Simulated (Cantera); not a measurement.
Input: 1 mol Si2Cl6, 48 mol NH3, 1.4 mol N2, equilibrated at 800 K and 5.30 mbar.

Equilibrium computed with Cantera from the NASA thermochemical tables; the gas is ideal and each condensed phase is pure. Candidate condensed phases: NH4Cl, Si, Si3N4; 28 gas species. The feed counts by its element totals alone. Equilibrium is a limit: real reactors are often held back by kinetics, nucleation or transport.

Base state: H2 0.697, N2 0.243, HCl 0.0605, SiCl4 1.05e-5 (mole fractions); condensed: Si3N4(s).

Problem. What changes in the equilibrium state with this change: NH3 from 48 to 0.44 mol?

Solution. 
```tsv
species	before	after
SiCl4	1.05e-5	0.362
N2	0.243	0.323
HCl	0.0605	0.254
H2	0.697	0.0602
SiHCl3	1.09e-7	7.75e-5
Si3N4(s), mol	0.666	0.241
```
